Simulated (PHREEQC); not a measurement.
Model water analysis in mg/kgw, 20 °C, pH 8.68, pe 8.5:

```json
[
 {"constituent": "Na", "mg/kgw": "24"},
 {"constituent": "K", "mg/kgw": "33.4"},
 {"constituent": "Ca", "mg/kgw": "8.82"},
 {"constituent": "Mg", "mg/kgw": "17"},
 {"constituent": "Cl", "mg/kgw": "15.9"},
 {"constituent": "S(6) as SO4", "mg/kgw": "2.3"},
 {"constituent": "Alkalinity as HCO3", "mg/kgw": "138"},
 {"constituent": "Si as SiO2", "mg/kgw": "0.342"},
 {"constituent": "Pb", "mg/kgw": "0.539"},
 {"constituent": "Li", "mg/kgw": "0.00493"}
]
```

Valence states are taken as typed.

Equilibrium calculation in PHREEQC: ion-association model, phreeqc.dat.

No solid was allowed to form.

**Question.** Predict the specific conductance, charge-balance error.

**Answer.** specific conductance 291 µS/cm; charge-balance error 15.5 %.

**Question.** In which forms is C present?

**Answer.** HCO3- 95 %, CO3-2 2.3 %, MgCO3 0.8 %, MgHCO3+ 0.6 % of the C.

Examples of supersaturated solids here: Pb(OH)2, Cerussite. Others may be too.
